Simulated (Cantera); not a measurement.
**Equilibrium for abatement and gas-phase synthesis: SO₂ + H₂ + O₂**

Charge: 1 mol SO₂, 0.18 mol H₂, 0.43 mol O₂, at 1.40 bar.

These are equilibrium values from Cantera (NASA tables, ideal gas, pure condensed phases), not measurements of a reactor. Candidate condensed phases: H₂O, H₂SO₄, S; 19 gas species. Kinetics and transport are ignored.

```
T (K)  log p SO₂  log p O₂  log p H₂O  log p SO  log p OH  log p O
-----  ---------  --------  ---------  --------  --------  -------
1898       -0.04     -0.51      -0.78     -4.03     -2.77    -3.79
2048       -0.04     -0.51      -0.79     -3.43     -2.44    -3.27
2198       -0.04     -0.51      -0.79     -2.90     -2.16    -2.83
2348       -0.04     -0.51      -0.80     -2.45     -1.92    -2.44
2498       -0.04     -0.51      -0.82     -2.05     -1.71    -2.10
2648       -0.05     -0.52      -0.84     -1.70     -1.53    -1.80
2798       -0.07     -0.52      -0.88     -1.40     -1.38    -1.53
2948       -0.10     -0.53      -0.94     -1.14     -1.26    -1.29
```
log p: log10 of the partial pressure in bar; nothing condenses.

From 1898 K to 2948 K nothing is condensed.
